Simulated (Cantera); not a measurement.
**Adiabatic ignition**

An adiabatic, constant-volume homogeneous reactor starts with 10.1 % CO, 9.58 % H2, 6.55 % O2, 65.5 % N2, 8.27 % CO2, at 1550 K and 1.00 bar.

Detailed kinetics in Cantera: GRI-Mech 3.0 (53 species, 325 reactions).

| t (s) | T (K) | P (bar) | x CO | x H2 | x O2 | x NO | x O | x H2O2 |
|---|---|---|---|---|---|---|---|---|
| 9.00e-6 | 1550 | 1.00 | 0.101 | 0.0957 | 0.0655 | <1e-12 | 2.53e-6 | 9.94e-9 |
| 2.07e-5 | 1555 | 1.00 | 0.101 | 0.0886 | 0.0623 | 2.57e-9 | 0.000778 | 1.80e-7 |
| 4.77e-5 | 1789 | 1.14 | 0.0930 | 0.0160 | 0.0211 | 1.40e-5 | 0.0124 | 4.63e-7 |
| 0.000110 | 2051 | 1.28 | 0.0915 | 0.0140 | 0.0169 | 4.36e-5 | 0.00762 | 1.86e-7 |
| 0.000253 | 2274 | 1.40 | 0.0844 | 0.0114 | 0.0115 | 9.27e-5 | 0.00381 | 9.44e-8 |
| 0.000583 | 2431 | 1.49 | 0.0762 | 0.00934 | 0.00655 | 0.000212 | 0.00168 | 6.26e-8 |
| 0.00134 | 2505 | 1.52 | 0.0716 | 0.00839 | 0.00389 | 0.000448 | 0.000883 | 5.04e-8 |
| 0.00309 | 2517 | 1.53 | 0.0708 | 0.00825 | 0.00330 | 0.000867 | 0.000738 | 4.68e-8 |
| 0.00711 | 2514 | 1.53 | 0.0711 | 0.00831 | 0.00314 | 0.00157 | 0.000706 | 4.53e-8 |
| 0.0164 | 2510 | 1.53 | 0.0714 | 0.00838 | 0.00299 | 0.00232 | 0.000677 | 4.38e-8 |
| 0.0377 | 2508 | 1.52 | 0.0715 | 0.00840 | 0.00293 | 0.00258 | 0.000666 | 4.32e-8 |
| 0.0869 | 2508 | 1.52 | 0.0715 | 0.00841 | 0.00293 | 0.00260 | 0.000666 | 4.32e-8 |
| 0.200 | 2508 | 1.52 | 0.0715 | 0.00841 | 0.00293 | 0.00260 | 0.000666 | 4.32e-8 |
x: mole fraction; the columns are a selection and need not sum to one.

```yaml
time_of_steepest_temperature_rise: 27.5 µs
temperature at 0.200 s: 2508 K
equilibrium_temperature: 2508 K
x(CO) at 0.200 s: 0.0715 (gas-phase equilibrium 0.0715)
x(H2) at 0.200 s: 0.00841 (gas-phase equilibrium 0.00841)
x(O2) at 0.200 s: 0.00293 (gas-phase equilibrium 0.00293)
```
